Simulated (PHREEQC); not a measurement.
Make-up at 25 °C: 0.017 mol TMAH per kg of water. Closed to the air; pH follows from the charge balance.

Equilibrium calculation in PHREEQC: ion-association model, phreeqc.dat.

Precipitation was switched off in this run.

**Question.** Estimate the pH.

**Answer.** pH 12.17.

Species that the database lacks are ignored. (CH3)4N+ isn't in the database: it is added as a free cation with an ion size of 4 Å.
